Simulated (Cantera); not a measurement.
## Premixed flame

A freely propagating, adiabatic, planar premixed flame of 44.4 % H2, 13.9 % O2, 41.7 % N2, unburnt at 675 K and 5850 Torr; multicomponent transport, grid criteria slope 0.08 and curve 0.16, no radiation.

Model: the H2/O2 subset of GRI-Mech 3.0, which has no nitrogen chemistry, integrated in Cantera. The hydrogen kinetics of GRI-Mech 3.0 are dated; newer H2 mechanisms differ, most at raised pressure. Burning velocities carry a grid error of a few per cent, more on coarse grids.

```csv
z (mm),T (K),u (m/s),x H2,x O2,x H,x HO2,x H2O,x H2O2
-0.0983,675,13.3,0.444,0.139,<1e-8,<1e-8,<1e-8,<1e-8
-0.0655,675,13.3,0.444,0.139,<1e-8,<1e-8,<1e-8,<1e-8
-0.0491,675,13.3,0.444,0.139,<1e-8,4.60e-8,6.51e-8,<1e-8
-0.0328,675,13.3,0.444,0.139,3.54e-8,2.65e-6,2.77e-6,1.29e-8
-0.0164,718,14.0,0.438,0.139,0.000201,0.000713,0.00163,1.12e-5
-0.00819,1016,19.3,0.399,0.130,0.00648,0.000936,0.0292,5.90e-5
0,1497,27.4,0.304,0.0906,0.0332,0.000449,0.117,1.66e-5
0.00819,1840,33.1,0.215,0.0391,0.0593,0.000180,0.216,4.08e-6
0.0164,2017,36.0,0.179,0.0145,0.0661,6.30e-5,0.263,2.48e-6
0.0328,2183,38.5,0.170,0.00379,0.0585,1.62e-5,0.286,1.33e-6
0.0655,2333,40.8,0.174,0.00166,0.0437,7.13e-6,0.296,7.94e-7
0.131,2461,42.6,0.180,0.000847,0.0300,3.47e-6,0.304,5.05e-7
0.262,2556,43.9,0.184,0.000382,0.0195,1.42e-6,0.310,2.98e-7
```
x: mole fraction of selected species; z is measured from the peak of heat release.

```json
{
 "laminar_burning_velocity": "1330 cm/s",
 "thermal_thickness": "0.0328 mm",
 "peak x(H)": "0.0661",
 "peak x(HO2)": "0.00119",
 "peak x(H2O2)": "5.91e-5",
 "grid_points": "109"
}
```
